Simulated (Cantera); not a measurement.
Input (Python, Cantera):

```python
import numpy as np
import cantera as ct

gas = ct.Solution("gri30.yaml")
gas.TPX = 1023, 820, {'H2': 0.26, 'O2': 1, 'N2': 0.12}
reactor = ct.IdealGasConstPressureReactor(gas, energy="off", clone=False)
net = ct.ReactorNet([reactor])
net.rtol, net.atol = 1e-08, 1e-18
show = ['H2', 'O2', 'H2O', 'NO', 'N2O']
times = np.geomspace(0.0001, 90, 14)

steps = ct.SolutionArray(gas, extra=["t"])
rows = []
print(f"{'t/s':>10s}{'T/K':>9s}{'P/Pa':>11s}" + "".join(f"{s:>11s}" for s in show))
for t in times:
    while net.time < t:
        t_next = net.step()
        steps.append(gas.state, t=t_next)
    rows.append([np.interp(t, steps.t, y) for y in (steps.T, steps.P, *steps(*show).X.T)])
    print(f"{t:10.3e}{rows[-1][0]:9.1f}{rows[-1][1]:11.4g}" + "".join(f"{x:11.3e}" for x in rows[-1][2:]))
rate = np.gradient(steps.T, steps.t)
print("integrator steps:", len(steps.t))
if steps.T.max() > steps.T[0] + 200:
    print(f"time of steepest temperature rise: {steps.t[rate.argmax()]:.4e} s")
gas.TPX = 1023, 820, {'H2': 0.26, 'O2': 1, 'N2': 0.12}
gas.equilibrate("TP")
print(f"equilibrium (TP): T = {gas.T:.1f} K  " + "  ".join(f"{s} {gas[s].X[0]:.3e}" for s in show))
```

It prints:

```
       t/s      T/K       P/Pa         H2         O2        H2O         NO        N2O
 1.000e-04   1023.0        820  1.884e-01  7.246e-01  1.601e-11  8.147e-26  1.495e-20
 2.871e-04   1023.0        820  1.884e-01  7.246e-01  2.473e-10  2.013e-24  7.305e-20
 8.242e-04   1023.0        820  1.884e-01  7.246e-01  5.668e-09  6.578e-23  8.442e-19
 2.366e-03   1023.0        820  1.884e-01  7.246e-01  1.909e-06  4.453e-19  2.120e-16
 6.793e-03   1023.0        820  2.568e-02  6.465e-01  1.228e-01  1.440e-08  5.330e-11
 1.950e-02   1023.0        820  5.366e-03  6.643e-01  1.770e-01  1.698e-07  3.425e-10
 5.599e-02   1023.0        820  1.086e-03  6.906e-01  2.038e-01  2.190e-07  5.903e-10
 1.607e-01   1023.0        820  9.306e-05  6.955e-01  2.076e-01  2.208e-07  7.642e-10
 4.615e-01   1023.0        820  9.373e-06  6.959e-01  2.079e-01  2.205e-07  8.230e-10
 1.325e+00   1023.0        820  1.458e-06  6.960e-01  2.080e-01  2.202e-07  8.467e-10
 3.804e+00   1023.0        820  3.165e-07  6.960e-01  2.080e-01  2.203e-07  8.601e-10
 1.092e+01   1023.0        820  8.367e-08  6.960e-01  2.080e-01  2.205e-07  8.690e-10
 3.135e+01   1023.0        820  2.473e-08  6.960e-01  2.080e-01  2.207e-07  8.747e-10
 9.000e+01   1023.0        820  7.807e-09  6.960e-01  2.080e-01  2.208e-07  8.754e-10
integrator steps: 1929
equilibrium (TP): T = 1023.0 K  H2 4.735e-10  O2 6.960e-01  H2O 2.080e-01  NO 2.559e-05  N2O 6.498e-11
```

Detailed kinetics in Cantera: GRI-Mech 3.0 (53 species, 325 reactions). Radical loss at walls, strong at low pressure, is not modelled. The temperature is held fixed by assumption; the heat of reaction is taken as removed at once.
